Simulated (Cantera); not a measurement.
# Thermodynamics of silicon carbide growth, feed SiH4 + C2H4 + H2

Feed: 1 mol SiH4, 0.0081 mol C2H4, 1400 mol H2, held at 56.0 mbar.

These are equilibrium values from Cantera (NASA tables, ideal gas, pure condensed phases), not measurements of a reactor. Candidate condensed phases: C, C6H6, C7H8, C8H18, Si, SiC; 87 gas species. Mutual solubility and eutectic melting of coexisting phases are not modelled. Gases not in the tables: Si2H6 and higher silanes. Equilibrium is a limit: real reactors are often held back by kinetics, nucleation or transport.

| T (°C) | log p H2 | log p H | log p Si | log p SiH | n Si(s) | n SiC(s) | n Si(l) |
|---|---|---|---|---|---|---|---|
| 1250 | -1.25 | -5.26 | -7.74 | -7.90 | 0.982 | 0.0148 | 0 |
| 1400 | -1.25 | -4.57 | -6.38 | -6.78 | 0.955 | 0.0148 | 0 |
| 1550 | -1.25 | -3.99 | -5.35 | -5.95 | 0 | 0.0129 | 0.794 |
| 1700 | -1.25 | -3.50 | -4.54 | -5.31 | 0 | 0 | 0 |
| 1850 | -1.26 | -3.07 | -4.48 | -5.40 | 0 | 0 | 0 |
| 2000 | -1.27 | -2.71 | -4.46 | -5.50 | 0 | 0 | 0 |
| 2150 | -1.28 | -2.39 | -4.45 | -5.62 | 0 | 0 | 0 |
log p: log10 of the partial pressure in bar; n: condensed amount in mol.

From 1250 °C to 1400 °C the condensed part is Si(s) + SiC(s). At 1550 °C the condensed part is Si(l) + SiC(s). From 1700 °C to 2150 °C nothing is condensed. The main Si-bearing gas is SiH2 at 1250 °C and Si at 2150 °C.
